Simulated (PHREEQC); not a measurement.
Solution (35 °C): 0.0064 mol/kgw Al2(SO4)3, 0.0008 mol/kgw MgSO4, 0.011 mol/kgw HCl and 0.0078 mol/kgw Na2SO4. Closed to the air; pH follows from the charge balance.

Equilibrium calculation in PHREEQC: ion-association model, phreeqc.dat.

```tsv
quantity	before	after
pH	2.23	2.18
ionic strength (mol/kgw)	0.0555	0.0598
SO4-2 (mol/kgw)	0.0107	0.0121
HSO4- (mol/kgw)	0.00413	0.00316
```

Problem. Name the change that produced these shifts.
(A) diluted 5-fold with water
(B) temperature from 35 to 10 °C
(C) MgSO4 replaced by MnSO4 at the same molality
(D) MgSO4 from 0.0008 to 0.0012 mol/kgw
(E) Al2(SO4)3 replaced by H2SO4 at the same molality

Solution. B, temperature from 35 to 10 °C

No solid was allowed to form. At this temperature some constants are extrapolated from 25 °C, and those without enthalpy data are left unchanged.
